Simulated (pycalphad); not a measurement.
Source of the numbers: pycalphad with the COST 507 light-alloy database (1999); pressure 1 atm. The data set is of 1999 and partly superseded. Amounts are mole fractions of atoms.

Q: Give the equilibrium state of Ti-4.994Hf-3.659B (wt.%) at 777 °C.

A: 
```
T = 1050.00 K, P = 101325 Pa, N = 1 mol of atoms
G = -68244 J/mol, H = -3253 J/mol, S = 61.90 J/(mol K)  (SER reference)
chemical potentials (J/mol): Ti -48256, Hf -94317, B -178776
phase             fraction      x(Ti)      x(Hf)       x(B)
HCP_A3              0.7042     0.9817     0.0170     0.0013
BM                  0.2958     0.4989     0.0011     0.5000
```

Q: Give the equilibrium state of Ti-4.994Hf-3.659B (wt.%) at 1152 °C.

A: bcc, fraction 0.705, with 6.0 Hf, 0.04 B wt.%; BM, fraction 0.295, with 0.76 Hf, 18.3 B wt.%.

Database names, with the compositions (at.%) that they take in these runs: BM: Ti 50 B 50. HCP_A3 is hcp.
